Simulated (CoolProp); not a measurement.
Properties of fluorine along the isobar 8460 kPa.

Values from CoolProp's reference Helmholtz-energy equation of state, de Reuck 1990.

```
T (K)          phase  density (kg/m³)  cp (kJ/(kg K))  cv (kJ/(kg K))  fugacity coefficient
-----  -------------  ---------------  --------------  --------------  --------------------
83.8          liquid             1531           1.475          0.8379               0.01357
105           liquid             1384           1.542          0.7708               0.08517
126.2         liquid             1204           1.727          0.7250                0.2553
147.3  supercritical            914.6           2.710          0.7240                0.4982
168.5  supercritical            385.3           2.274          0.6982                0.6925
189.7  supercritical            265.4           1.350          0.6456                0.7936
210.8  supercritical            215.2           1.115          0.6252                0.8565
232    supercritical            184.7           1.011          0.6145                0.8990
253.1  supercritical            163.6          0.9560          0.6101                0.9286
```

The peak of cp marks the crossing from liquid-like to gas-like fluid above the critical point.
